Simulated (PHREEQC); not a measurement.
# Leach liquor: an equilibrium model

Make-up at 60 °C: 0.23 mol HCl, 0.00013 mol Al2(SO4)3 and 0.00019 mol MnSO4 per kg of water. Closed to the air; pH follows from the charge balance.

Equilibrium calculation in PHREEQC: ion-association model, phreeqc.dat.

No solid was allowed to form.

**Question.** Predict the pH.

**Answer.** pH 0.75.

**Question.** In which forms is Mn present?

**Answer.** Mn+2 78 %, MnCl+ 21 %, MnCl2 1.0 % of the Mn.

Complexes and solids missing from the database can't appear. Constants without temperature data keep their 25 °C values here.
